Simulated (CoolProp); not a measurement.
Vapour-liquid equilibrium of R124 (1) + R142b (2) at -48.05 °C; x and y are mole fractions of (1).

Computed with CoolProp (multi-fluid Helmholtz-energy mixture model, de Vries 1995 and Lemmon 2006; pair parameters Bell 2016).

Task: Give the bubble pressure and the first vapour's composition at x = 0.5, 0.575, 0.725. Is there an azeotrope?

Result: x = 0.5: 0.01548 MPa, y = 0.518; x = 0.575: 0.01557 MPa, y = 0.597; x = 0.725: 0.01585 MPa, y = 0.751. No azeotrope shows between x = 0.05 and 0.95.

The pair parameters rest on a limited set of measurements; away from them the model extrapolates.
